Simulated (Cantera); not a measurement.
A perfectly stirred reactor is fed with 2.44 % CH3OH, 3.75 % O2, 93.8 % N2, at 623 Torr; it is held at 1250 K, and followed from long to short residence time.

Detailed kinetics in Cantera: GRI-Mech 3.0 (53 species, 325 reactions). GRI-Mech 3.0 was tuned for natural gas; its chemistry of methanol as a main component is partial and can be far from experiment. The temperature is held fixed by assumption; the heat of reaction is taken as removed at once.

x: mole fraction; the columns are a selection and need not sum to one.

| τ (s) | x CH3OH | x O2 | x H2O | x C2H4 | x C2H2 |
|---|---|---|---|---|---|
| 0.71 | 3.02e-6 | 0.00133 | 0.0477 | 1.62e-11 | 1.04e-11 |
| 0.44 | 3.85e-6 | ? | 0.0476 | 3.77e-11 | 2.18e-11 |
| 0.27 | 4.95e-6 | ? | 0.0474 | 8.64e-11 | 4.57e-11 |
| 0.17 | 6.31e-6 | ? | 0.0473 | 1.85e-10 | 9.06e-11 |
| 0.11 | 8.01e-6 | ? | 0.0471 | 3.73e-10 | 1.70e-10 |
| 0.065 | 1.08e-5 | ? | 0.0469 | 8.44e-10 | 3.55e-10 |
| 0.041 | 1.44e-5 | ? | 0.0466 | 1.68e-9 | 6.56e-10 |
| 0.025 | 2.00e-5 | ? | 0.0463 | 3.40e-9 | 1.21e-9 |
| 0.016 | 2.77e-5 | ? | 0.0460 | 6.23e-9 | 2.02e-9 |
| 0.0097 | 4.16e-5 | ? | 0.0455 | 1.18e-8 | 3.38e-9 |
| 0.0060 | 6.61e-5 | ? | 0.0450 | 2.13e-8 | 5.18e-9 |

What belongs in the gaps?


- 0.44, x O2: 0.00144
- 0.27, x O2: 0.00159
- 0.17, x O2: 0.00176
- 0.11, x O2: 0.00195
- 0.065, x O2: 0.00225
- 0.041, x O2: 0.00259
- 0.025, x O2: 0.00306
- 0.016, x O2: 0.00362
- 0.0097, x O2: 0.00447
- 0.0060, x O2: 0.00564
